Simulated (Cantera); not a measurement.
A closed system holds: 1 mol AlCl₃, 2.6 mol HCl, 18 mol H₂, equilibrated at 10.0 Torr.

Cantera equilibrium calculation (NASA polynomials, part measured and part estimated; ideal gas, pure solids and liquids). Candidate condensed phases: Al, AlCl₃; 12 gas species. Equilibrium is a limit: real reactors are often held back by kinetics, nucleation or transport. All values below are at 350 °C.

Base state: H₂ 0.840, HCl 0.121, AlCl₃ 0.0316, Al₂Cl₆ 0.00750 (mole fractions); condensed: gas only.

Problem. What changes in the equilibrium state with this change: pressure from 10.0 Torr to 750 Torr?

Solution. 
```
species   before    after
-------  -------  -------
H₂         0.840    0.850
HCl        0.121    0.123
Al₂Cl₆   0.00750   0.0206
AlCl₃     0.0316  0.00606
```
